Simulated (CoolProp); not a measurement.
Computed with CoolProp (reference Helmholtz-energy equation of state, Kamei 1995).

Task: Give the vapour pressure (MPa), enthalpy of vaporisation (kJ/kg), vapour Z, liquid conductivity (mW/(m K)) of saturated R22 at 294.3, 299, 327.6 K.

Result: 
| T (K) | p (MPa) | enthalpy of vaporisation (kJ/kg) | vapour Z | liquid conductivity (mW/(m K)) |
|---|---|---|---|---|
| 294.3 | 0.940 | 187 | 0.835 | 86.2 |
| 299 | 1.07 | 182 | 0.820 | 84.1 |
| 327.6 | 2.15 | 148 | 0.707 | 71.1 |

Thermal conductivity comes from a separate model (McLinden 2000), an estimate that may be off by 10 % or more.
